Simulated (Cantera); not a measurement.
A perfectly stirred reactor is fed with 3.75 % CH4, 0.334 % C2H6, 20.2 % O2, 75.7 % N2, at 698 Torr; it is adiabatic with a 725 K inlet, and is followed from long to short residence time, starting on the burning branch (τ in s: 0.059, 0.022, 0.0085, 0.0032, 0.0012, 0.00046, 0.00017, 6.6e-05, 2.5e-05).

Computed with Cantera and GRI-Mech 3.0 (53 species, 325 reactions).

x: mole fraction; the columns are a selection and need not sum to one.

```json
[
 {"τ (s)": "0.059", "T (K)": "1690", "x CH4": "1.45e-5", "x C2H6": "___", "x O2": "0.115", "x C2H": "1.33e-10", "x H2O2": "8.81e-8"},
 {"τ (s)": "0.022", "T (K)": "1683", "x CH4": "2.70e-5", "x C2H6": "___", "x O2": "0.115", "x C2H": "2.13e-10", "x H2O2": "1.33e-7"},
 {"τ (s)": "0.0085", "T (K)": "1673", "x CH4": "4.95e-5", "x C2H6": "___", "x O2": "0.115", "x C2H": "2.98e-10", "x H2O2": "1.96e-7"},
 {"τ (s)": "0.0032", "T (K)": "1655", "x CH4": "9.46e-5", "x C2H6": "___", "x O2": "0.115", "x C2H": "3.65e-10", "x H2O2": "2.91e-7"},
 {"τ (s)": "0.0012", "T (K)": "1623", "x CH4": "0.000194", "x C2H6": "___", "x O2": "0.116", "x C2H": "3.86e-10", "x H2O2": "4.37e-7"},
 {"τ (s)": "0.00046", "T (K)": "1568", "x CH4": "0.000460", "x C2H6": "___", "x O2": "0.119", "x C2H": "3.80e-10", "x H2O2": "6.84e-7"},
 {"τ (s)": "0.00017", "T (K)": "725", "x CH4": "0.0375", "x C2H6": "0.00334", "x O2": "0.202", "x C2H": "<1e-12", "x H2O2": "<1e-12"},
 {"τ (s)": "6.6e-5", "T (K)": "725", "x CH4": "0.0375", "x C2H6": "0.00334", "x O2": "0.202", "x C2H": "<1e-12", "x H2O2": "<1e-12"},
 {"τ (s)": "2.5e-5", "T (K)": "725", "x CH4": "0.0375", "x C2H6": "0.00334", "x O2": "0.202", "x C2H": "<1e-12", "x H2O2": "<1e-12"}
]
```

**Question.** Fill in the missing entries.

**Answer.** 
- 0.059, x C2H6: 3.30e-7
- 0.022, x C2H6: 6.24e-7
- 0.0085, x C2H6: 1.15e-6
- 0.0032, x C2H6: 2.17e-6
- 0.0012, x C2H6: 4.37e-6
- 0.00046, x C2H6: 1.02e-5
